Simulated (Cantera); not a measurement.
A Cantera script and what it prints.

```python
import numpy as np
import cantera as ct

gas_names = """
    O O2 O3 S SO SO2 SO3 S2 S2O S8
""".split()
cond_names = """
    S(cr1) S(cr2) S(L)
""".split()


# ... load() reads the species with a 1 bar reference pressure and builds the phases ...
atoms = {
    'SO2': {'S': 1, 'O': 2},
    'O2': {'O': 2},
}
top_T = {}  # K; cautious upper limits of use, not melting points


# ... equilibrate(T, P, feed) seeds the gas with the atoms and calls Mixture.equilibrate('TP', solver="vcs", rtol=1e-11, max_steps=5000) ...
results = []
feed = {'SO2': 1, 'O2': 0.56}  # mol
P = 24  # Pa
for T in [3073, 3123, 3173, 3223, 3273, 3323, 3373, 3423, 3473, 3523]:
    mix = equilibrate(T, P, feed)
    results.append((T, P, feed, dict(zip(mix.species_names, mix.species_moles))))
    x = sorted(zip(gas.X, gas.species_names), reverse=True)
    print(f"T = {T:g} K  P = {P:g} Pa  gas = {mix.phase_moles(0):.4g} mol")
    print("   x: " + "  ".join(f"{s} {v:.3e}" for v, s in x if v > 0.001))
    print("   condensed (mol): " + ("  ".join(f"{mix.phase(i).name} {mix.phase_moles(i):.4g}"
          for i in range(1, mix.n_phases) if mix.phase_moles(i) > 1e-12) or "none"))
```

Result:

```
T = 3073 K  P = 24 Pa  gas = 4.024 mol
   x: O 7.453e-01  S 2.312e-01  SO 1.680e-02  O2 6.377e-03
   condensed (mol): none
T = 3123 K  P = 24 Pa  gas = 4.05 mol
   x: O 7.485e-01  S 2.343e-01  SO 1.223e-02  O2 4.663e-03
   condensed (mol): none
T = 3173 K  P = 24 Pa  gas = 4.069 mol
   x: O 7.509e-01  S 2.366e-01  SO 8.951e-03  O2 3.436e-03
   condensed (mol): none
T = 3223 K  P = 24 Pa  gas = 4.082 mol
   x: O 7.525e-01  S 2.382e-01  SO 6.591e-03  O2 2.551e-03
   condensed (mol): none
T = 3273 K  P = 24 Pa  gas = 4.092 mol
   x: O 7.538e-01  S 2.394e-01  SO 4.888e-03  O2 1.910e-03
   condensed (mol): none
T = 3323 K  P = 24 Pa  gas = 4.099 mol
   x: O 7.546e-01  S 2.402e-01  SO 3.652e-03  O2 1.441e-03
   condensed (mol): none
T = 3373 K  P = 24 Pa  gas = 4.104 mol
   x: O 7.553e-01  S 2.408e-01  SO 2.749e-03  O2 1.095e-03
   condensed (mol): none
T = 3423 K  P = 24 Pa  gas = 4.108 mol
   x: O 7.558e-01  S 2.413e-01  SO 2.084e-03
   condensed (mol): none
T = 3473 K  P = 24 Pa  gas = 4.111 mol
   x: O 7.561e-01  S 2.416e-01  SO 1.592e-03
   condensed (mol): none
T = 3523 K  P = 24 Pa  gas = 4.113 mol
   x: O 7.564e-01  S 2.419e-01  SO 1.225e-03
   condensed (mol): none
```

Equilibrium computed with Cantera from the NASA thermochemical tables; the gas is ideal and each condensed phase is pure.
